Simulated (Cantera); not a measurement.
Charge: 1 mol N₂O, 0.51 mol H₂O, held at 3750 Torr.

Method: chemical equilibrium by Gibbs-energy minimisation in Cantera with the NASA 1993 tables (ideal gas, pure condensed phases). Candidate condensed phases: H₂O; 24 gas species. Equilibrium is a limit: real reactors are often held back by kinetics, nucleation or transport. All values below are at 2000 K.

Base state: N₂ 0.494, H₂O 0.252, O₂ 0.245, NO 0.00655, OH 0.00226, O 0.000148, H₂ 6.58e-5, NO₂ 2.74e-5 (mole fractions); condensed: gas only.

Task: What changes in the equilibrium state with this change: pressure from 3750 Torr to 1.58 Torr?

Result: 
| species | before | after |
|---|---|---|
| N₂ | 0.494 | 0.489 |
| H₂O | 0.252 | 0.239 |
| O₂ | 0.245 | 0.238 |
| OH | 0.00226 | 0.0153 |
| H | 5.90e-6 | 0.00197 |
| NO₂ | 2.74e-5 | 5.43e-7 |
| O | 0.000148 | 0.00712 |
